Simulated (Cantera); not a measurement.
Input (Python, Cantera) and output of one run.

```python
import numpy as np
import cantera as ct

gas_names = [...]  # 105 gases of nasa_gas.yaml made of C, H, N, Si
cond_names = """
    C(gr) C6H6(L) C7H8(L) C8H18(L),n-octa Si(cr) Si(L) SiC(b) Si3N4(a)
""".split()


# ... load() reads the species with a 1 bar reference pressure and builds the phases ...
atoms = {
    'Si3N4': {'Si': 3, 'N': 4},
    'C': {'C': 1},
    'H2': {'H': 2},
}
top_T = {'C(gr)': 4500, 'SiC(b)': 3050, 'Si3N4(a)': 2400}  # K; cautious upper limits of use, not melting points


# ... equilibrate(T, P, feed) seeds the gas with the atoms and calls Mixture.equilibrate('TP', solver="vcs", rtol=1e-11, max_steps=5000) ...
results = []
feed = {'Si3N4': 1, 'C': 0.65, 'H2': 0.025}  # mol
T = 2475  # K
P = 13332.2  # Pa
mix = equilibrate(T, P, feed)
results.append((T, P, feed, dict(zip(mix.species_names, mix.species_moles))))
x = sorted(zip(gas.X, gas.species_names), reverse=True)
print(f"T = {T:g} K  P = {P:g} Pa  gas = {mix.phase_moles(0):.4g} mol")
print("   x: " + "  ".join(f"{s} {v:.3e}" for v, s in x if v > 0.001))
print("   condensed (mol): " + ("  ".join(f"{mix.phase(i).name} {mix.phase_moles(i):.4g}"
      for i in range(1, mix.n_phases) if mix.phase_moles(i) > 1e-12) or "none"))
```

Output:

```
T = 2475 K  P = 13332.2 Pa  gas = 2.106 mol
   x: N2 9.476e-01  Si 2.948e-02  H2 8.197e-03  H 5.579e-03  Si2C 3.951e-03  HCN 1.323e-03  SiN 1.096e-03
   condensed (mol): Si(L) 2.273  SiC(b) 0.6369
```

These are equilibrium values from Cantera (NASA tables, ideal gas, pure condensed phases), not measurements of a reactor. Mutual solubility and eutectic melting of coexisting phases are not modelled. The tables' values for SiN are old estimates; treat these amounts as uncertain.
